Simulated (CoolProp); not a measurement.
A single-stage vapour-compression cycle with chlorine: evaporating at 264.15 K (dew point), condensing at 323.15 K (bubble point), superheat 2 K, subcooling 2 K, compressor efficiency 0.8, no pressure losses. Each further row changes one setting.

Values from CoolProp's reference Helmholtz-energy equation of state, Thol 2021.

```tsv
case	cooling COP	pressure ratio	discharge temperature (K)	refrigerating effect (kJ/kg)	volumetric capacity (kJ/m³)
as stated	2.84	5.33	430.3	216	1980
evaporating temperature 269.15 K	3.23	4.49	417.7	218	2340
condensing temperature 318.15 K	3.17	4.75	416.9	222	2030
subcooling 7 K	2.91	5.33	430.3	222	2030
```
